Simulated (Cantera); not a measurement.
A Cantera script and what it prints.

```python
import numpy as np
import cantera as ct

gas_names = """
    H HNO HNO2 HNO3 HO2 H2 H2O H2O2 N NH NH2 NH3 NH2OH NO NO2 NO3 N2 N2H2 N2H4 N2O O OH O2 O3 Si SiH
    SiH2 SiH3 SiH4 SiN SiO SiO2 Si2 Si2N Si3
""".split()
cond_names = """
    H2O(s) H2O(L) Si(cr) Si(L) SiO2(Lqz) SiO2(hqz) SiO2(L) Si2N2O(s) Si3N4(a)
""".split()


# ... load() reads the species with a 1 bar reference pressure and builds the phases ...
atoms = {
    'Si3N4': {'Si': 3, 'N': 4},
    'H2O': {'H': 2, 'O': 1},
    'N2': {'N': 2},
}
top_T = {'Si2N2O(s)': 2100, 'Si3N4(a)': 2400}  # K; cautious upper limits of use, not melting points


# ... equilibrate(T, P, feed) seeds the gas with the atoms and calls Mixture.equilibrate('TP', solver="vcs", rtol=1e-11, max_steps=5000) ...
results = []
feed = {'Si3N4': 1, 'H2O': 0.0047, 'N2': 150}  # mol
P = 3  # Pa
for T in [1548, 1598, 1648, 1698, 1748, 1798, 1848, 1898, 1948, 1998, 2048]:
    mix = equilibrate(T, P, feed)
    results.append((T, P, feed, dict(zip(mix.species_names, mix.species_moles))))

top = {s: max(r[3][s] / sum(r[3][g] for g in gas_names) for r in results) for s in gas_names}
cols = sorted((s for s in top if top[s] > 0.0001), key=lambda s: -top[s])[:5]
seen = [c for c in cond_names if any(r[3].get(c, 0) > 1e-12 for r in results)]
print("log10 of partial pressures in bar; condensed amounts in mol")
print(f"{'T/K':>10s}" + "".join(f"{s[:9]:>10s}" for s in cols + seen))
for T, P, feed, n in results:
    ng = sum(n[g] for g in gas_names)
    print(f"{T:10.4g}" + "".join(f"{np.log10(max(n[s] / ng * P / 1e5, 1e-99)):10.3f}" for s in cols)
          + "".join(f"{n.get(c, 0):10.4g}" for c in seen))
```

Output:

```
log10 of partial pressures in bar; condensed amounts in mol
       T/K        N2        Si    Si(cr)
      1548    -4.523    -7.498     2.829
      1598    -4.524    -7.029     2.507
      1648    -4.527    -6.589     1.643
      1698    -4.531    -6.247         0
      1748    -4.531    -6.242         0
      1798    -4.531    -6.239         0
      1848    -4.531    -6.239         0
      1898    -4.531    -6.238         0
      1948    -4.531    -6.238         0
      1998    -4.531    -6.238         0
      2048    -4.531    -6.237         0
```

Method: chemical equilibrium by Gibbs-energy minimisation in Cantera with the NASA 1993 tables (ideal gas, pure condensed phases). The tables' values for SiN are old estimates; treat these amounts as uncertain.
